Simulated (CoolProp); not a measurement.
Saturation properties of water (Tc = 647.1 K, pc = 22060 kPa, ω = 0.344).

Values from CoolProp's reference Helmholtz-energy equation of state, Wagner 2002.

```csv
T (K),p (kPa),enthalpy of vaporisation (kJ/kg),liquid cp (kJ/(kg K)),surface tension (mN/m),vapour viscosity (µPa s)
352.7,46.56,2309,4.197,62.8,11.5
377.6,118.6,2245,4.221,58.0,12.4
402.6,265.9,2175,4.260,53.0,13.3
427.5,534.3,2100,4.319,47.7,14.1
452.4,985.6,2017,4.402,42.2,15.0
477.3,1695,1923,4.518,36.5,15.8
502.3,2754,1817,4.681,30.7,16.7
527.2,4255,1694,4.915,24.9,17.6
552.1,6316,1550,5.270,19.1,18.6
577.1,9076,1374,5.871,13.3,19.8
602,12670,1152,7.098,7.88,21.4
```

It boils at 373.1 K under 1 atm.

Viscosity comes from a separate model (Huber 2009). Surface tension comes from a separate correlation (Mulero 2012).
